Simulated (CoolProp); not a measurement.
The fluid at 293.15 K and 19.2 MPa flows at 3.9 m/s in a round tube of 25 mm bore and 1.5 µm roughness, fully developed (64/Re and Nu = 3.66 if laminar; Colebrook and Gnielinski if turbulent). The same conditions are run with several fluids, on thermodynamics alone (safety and materials aside).

Model: reference Helmholtz-energy equation of state of each fluid (R404A: Lemmon 2003; R124: de Vries 1995; o-xylene: Zhou 2012; R141b: Lemmon 2006; m-xylene: Zhou 2012), in CoolProp. Blends and air are pseudo-pure fits.

```tsv
fluid	Reynolds number	Darcy friction factor	pressure drop (Pa/m)	heat-transfer coefficient (W/(m² K))	mass flow (kg/h)
R404A	585000	0.0137	___	6390	8110
R124	396000	___	6340	___	9950
o-xylene	91300	___	___	3870	6150
R141b	237000	0.0157	6080	4780	8800
m-xylene	120000	___	4720	___	6040
```

Q: What belongs in the gaps?

A: 
- R404A, pressure drop (Pa/m): 4900
- R124, Darcy friction factor: 0.0144
- R124, heat-transfer coefficient (W/(m² K)): 5490
- o-xylene, Darcy friction factor: 0.0186
- o-xylene, pressure drop (Pa/m): 5060
- m-xylene, Darcy friction factor: 0.0177
- m-xylene, heat-transfer coefficient (W/(m² K)): 4280

Transport values come from each fluid's own correlations; those of R124, R141b are estimates that may be off by 10 % or more.
